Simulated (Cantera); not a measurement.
Gas mixture: 100 % O₂, at 4.93 atm, frozen composition.

Cantera's kinetic-theory transport with the Lennard-Jones parameters of GRI-Mech 3.0, ideal gas; thermal conductivity in the multicomponent form.

D: mixture-averaged diffusion coefficient of that species in the mixture.

| T (K) | ρ (kg/m³) | cp (J/kg/K) | μ (µPa s) | λ (mW/m/K) | Pr | D (cm²/s) OH | D (cm²/s) C₂H₂ | D (cm²/s) CH₄ |
|---|---|---|---|---|---|---|---|---|
| 400 | 4.81 | 941.4 | 25.6 | 33.9 | 0.712 | 0.108 | 0.0568 | 0.0764 |
| 550 | 3.50 | 987.2 | 32.1 | 44.6 | 0.711 | 0.186 | 0.0995 | 0.133 |
| 700 | 2.75 | 1031 | … | … | 0.710 | … | … | … |
| 850 | 2.26 | 1065 | 43.0 | 64.6 | 0.709 | 0.386 | 0.210 | 0.278 |
| 1000 | 1.92 | 1090 | 47.9 | 73.7 | 0.709 | 0.506 | 0.276 | 0.365 |
| 1150 | 1.67 | 1109 | 52.5 | 82.1 | 0.709 | 0.639 | 0.350 | 0.461 |
| 1300 | 1.48 | 1125 | 56.9 | 90.3 | 0.708 | 0.783 | 0.429 | 0.566 |
| 1450 | 1.33 | 1139 | 61.0 | … | 0.708 | … | … | … |

### Question
What belongs in the gaps?

### Answer

- 700, μ (µPa s): 37.8
- 700, λ (mW/m/K): 54.9
- 700, D (cm²/s) OH: 0.279
- 700, D (cm²/s) C₂H₂: 0.151
- 700, D (cm²/s) CH₄: 0.200
- 1450, λ (mW/m/K): 98.2
- 1450, D (cm²/s) OH: 0.938
- 1450, D (cm²/s) C₂H₂: 0.515
- 1450, D (cm²/s) CH₄: 0.679
